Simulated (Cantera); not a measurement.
An isothermal, constant-pressure homogeneous reactor starts with CO : O2 : H2O : N2 = 0.0024 : 0.025 : 0.04 : 1 (molar parts), at 1375 K and 1.00 bar.

Cantera simulation using GRI-Mech 3.0 (53 species, 325 reactions); the numbers are that mechanism's predictions, not measurements.

x: mole fraction; the columns are a selection and need not sum to one.

```tsv
t (s)	x CO	x O2	x H2O	x O	x NO2	x CO2	x OH
4.00e-6	0.00225	0.0234	0.0375	1.13e-10	<1e-12	1.17e-10	7.44e-11
3.36e-5	0.00225	0.0234	0.0375	7.86e-10	<1e-12	___	1.01e-9
0.000283	0.00225	0.0234	0.0375	7.70e-9	<1e-12	___	3.29e-8
0.00238	0.00135	0.0229	0.0372	0.000133	7.88e-12	___	0.000286
0.0200	8.04e-6	0.0223	0.0375	2.61e-6	1.83e-10	0.00224	4.35e-5
0.168	2.47e-8	0.0223	0.0375	1.50e-7	8.75e-11	0.00225	1.05e-5
1.41	9.59e-9	0.0223	0.0375	9.57e-8	9.11e-11	0.00225	8.37e-6
11.9	9.59e-9	0.0223	0.0375	9.57e-8	1.00e-10	0.00225	8.37e-6
100	9.59e-9	0.0223	0.0375	9.57e-8	1.78e-10	0.00225	8.37e-6
```

Task: Fill in the missing entries.

Result: 
- 3.36e-5, x CO2: 1.08e-9
- 0.000283, x CO2: 2.94e-8
- 0.00238, x CO2: 0.000900
